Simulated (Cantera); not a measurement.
What does this Cantera script print?

```python
import numpy as np
import cantera as ct

gas_names = """
    CL CL2 H HCL H2 Si SiCL SiCL2 SiCL3 SiCL4 SiH SiHCL3 SiH2 SiH2CL2 SiH3 SiH3CL SiH4 Si2 Si3
""".split()
cond_names = """
    Si(cr) Si(L)
""".split()


# ... load() reads the species with a 1 bar reference pressure and builds the phases ...
atoms = {
    'SiH2Cl2': {'Si': 1, 'H': 2, 'CL': 2},
    'HCl': {'H': 1, 'CL': 1},
    'H2': {'H': 2},
}
top_T = {}  # K; cautious upper limits of use, not melting points


# ... equilibrate(T, P, feed) seeds the gas with the atoms and calls Mixture.equilibrate('TP', solver="vcs", rtol=1e-11, max_steps=5000) ...
results = []
feed = {'SiH2Cl2': 1, 'HCl': 0.024, 'H2': 4.8}  # mol
T = 1400  # K
for P in [100, 460, 2100, 9600, 44000, 200000]:
    mix = equilibrate(T, P, feed)
    results.append((T, P, feed, dict(zip(mix.species_names, mix.species_moles))))

top = {s: max(r[3][s] / sum(r[3][g] for g in gas_names) for r in results) for s in gas_names}
cols = sorted((s for s in top if top[s] > 1e-05), key=lambda s: -top[s])[:6]
seen = [c for c in cond_names if any(r[3].get(c, 0) > 1e-12 for r in results)]
print("log10 of partial pressures in bar; condensed amounts in mol")
print(f"{'P/Pa':>10s}" + "".join(f"{s[:9]:>10s}" for s in cols + seen))
for T, P, feed, n in results:
    ng = sum(n[g] for g in gas_names)
    print(f"{P:10.4g}" + "".join(f"{np.log10(max(n[s] / ng * P / 1e5, 1e-99)):10.3f}" for s in cols)
          + "".join(f"{n.get(c, 0):10.4g}" for c in seen))
```

Result:

```
log10 of partial pressures in bar; condensed amounts in mol
      P/Pa        H2       HCL     SiCL2     SiCL4    SiHCL3     SiCL3    Si(cr)
       100    -3.107    -3.852    -4.126    -6.702    -7.107    -5.728    0.4758
       460    -2.442    -3.197    -3.481    -5.411    -5.807    -4.760    0.4778
      2100    -1.779    -2.558    -2.866    -4.181    -4.553    -3.838    0.4835
      9600    -1.111    -1.944    -2.307    -3.063    -3.380    -2.999    0.4945
   4.4e+04    -0.439    -1.368    -1.827    -2.102    -2.324    -2.279    0.5021
     2e+05     0.229    -0.831    -1.422    -1.293    -1.382    -1.672    0.4927
```

Method: chemical equilibrium by Gibbs-energy minimisation in Cantera with the NASA 1993 tables (ideal gas, pure condensed phases). The tables' values for SiCl3 are old estimates; treat these amounts as uncertain.
